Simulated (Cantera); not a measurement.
**Aluminium and copper etching: Cu + F₂ + H₂**

Charge: 1 mol Cu, 2.4 mol F₂, a varied amount of H₂, held at 425 K and 0.190 bar.

These are equilibrium values from Cantera (NASA tables, ideal gas, pure condensed phases), not measurements of a reactor. Candidate condensed phases: Cu, CuF₂; 15 gas species. The numbers say what is thermodynamically allowed, not how fast it happens.

```tsv
n(H₂) (mol)	x HF	x H₂	x F₂	x H₂F₂	x H₃F₃	x F	x H₄F₄	n CuF₂(s)	n Cu(s)
1.2	0.922	<1e-12	0.0770	0.000768	6.61e-7	1.15e-7	1.33e-9	1.00	0
1.6	0.999	3.50e-11	<1e-12	0.000901	8.40e-7	<1e-12	1.83e-9	0.800	0.200
2	0.999	3.50e-11	<1e-12	0.000901	8.40e-7	<1e-12	1.83e-9	0.400	0.600
2.5	0.979	0.0204	<1e-12	0.000865	7.89e-7	<1e-12	1.68e-9	0	1.00
3.2	0.856	0.143	<1e-12	0.000662	5.29e-7	<1e-12	9.86e-10	0	1.00
4.1	0.738	0.262	<1e-12	0.000492	3.38e-7	<1e-12	5.43e-10	0	1.00
5.2	0.631	0.369	<1e-12	0.000360	2.12e-7	<1e-12	2.91e-10	0	1.00
6.5	0.539	0.461	<1e-12	0.000262	1.32e-7	<1e-12	1.55e-10	0	1.00
8.3	0.448	0.552	<1e-12	0.000181	7.59e-8	<1e-12	7.41e-11	0	1.00
11	0.358	0.642	<1e-12	0.000116	3.86e-8	<1e-12	3.01e-11	0	1.00
13	0.312	0.688	<1e-12	8.76e-5	2.55e-8	<1e-12	1.73e-11	0	1.00
17	0.247	0.753	<1e-12	5.52e-5	1.27e-8	<1e-12	6.86e-12	0	1.00
```
x: gas mole fraction; n: condensed amount in mol.

At 1.2 mol H₂ the condensed part is CuF₂(s). From 1.6 mol H₂ to 2 mol H₂ the condensed part is Cu(s) + CuF₂(s). From 2.5 mol H₂ to 17 mol H₂ the condensed part is Cu(s).
